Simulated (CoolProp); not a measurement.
The fluid at 361.07 K and 5.38 MPa is throttled through a valve to 1.43 MPa with no heat exchange. The same conditions are run with several fluids, on thermodynamics alone (safety and materials aside).

Values from CoolProp's reference Helmholtz-energy equation of state of each fluid (C3F8 (R218): Lemmon 2006; R13: Platzer 1990; R507A: Lemmon 2003; R407C: Lemmon 2003; R1132(E): Akasaka 2024). The equations of Platzer and Polt are older, rougher fits. Blends and air are pseudo-pure fits.

```json
[
 {"fluid": "C3F8 (R218)", "temperature change (K)": "-43.2", "final phase": "…", "final density (kg/m³)": "…"},
 {"fluid": "R13", "temperature change (K)": "-33.6", "final phase": "gas", "final density (kg/m³)": "61.0"},
 {"fluid": "R507A", "temperature change (K)": "…", "final phase": "…", "final density (kg/m³)": "…"},
 {"fluid": "R407C", "temperature change (K)": "…", "final phase": "two-phase, vapour fraction 0.596", "final density (kg/m³)": "101"},
 {"fluid": "R1132(E)", "temperature change (K)": "…", "final phase": "gas", "final density (kg/m³)": "44.4"}
]
```

### Question
Fill in the missing entries.

### Answer

- C3F8 (R218), final phase: two-phase, vapour fraction 0.862
- C3F8 (R218), final density (kg/m³): 176
- R507A, temperature change (K): -58.7
- R507A, final phase: two-phase, vapour fraction 0.859
- R507A, final density (kg/m³): 89.6
- R407C, temperature change (K): -52.9
- R1132(E), temperature change (K): -58.0
